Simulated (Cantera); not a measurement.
## Si + HCl + H2 (chlorosilane synthesis and conversion)

Charge: 1 mol Si, 2 mol HCl, 4.3 mol H2, at 1275 K and 0.100 bar.

Equilibrium computed with Cantera from the NASA thermochemical tables; the gas is ideal and each condensed phase is pure. Candidate condensed phases: Si; 19 gas species. The tables' values for SiCl3 are old estimates; treat these amounts as uncertain. Equilibrium is a limit: real reactors are often held back by kinetics, nucleation or transport.

```json
{
 "x(H2)": "0.831",
 "x(HCl)": "0.0901",
 "x(SiCl4)": "0.0309",
 "x(SiCl2)": "0.0253",
 "x(SiHCl3)": "0.0115",
 "x(SiCl3)": "0.0110",
 "x(SiH2Cl2)": "0.000592",
 "x(SiH3Cl)": "8.53e-6",
 "x(H)": "2.12e-6",
 "n(Si(s))": "0.524 mol",
 "gas_amount": "6.009 mol"
}
```
